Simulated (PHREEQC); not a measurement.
**Sulfide liquor**

Consider water at 79 °C with 0.021 mol NH4HS, 0.08 mol HCl and 0.037 mol FeCl2 per kg of water. Closed to the air; pH follows from the charge balance.

All values are PHREEQC results (ion-association model, wateq4f.dat), not measurements.

Precipitation was switched off in this run.

Q: Predict the pH.

A: pH 1.34.

Q: In which forms is Cl present?

A: Cl- 99 %, FeCl+ 1.4 % of the Cl.

Constants without temperature data keep their 25 °C values here. The polysulfide entries of wateq4f.dat were taken out for this run.
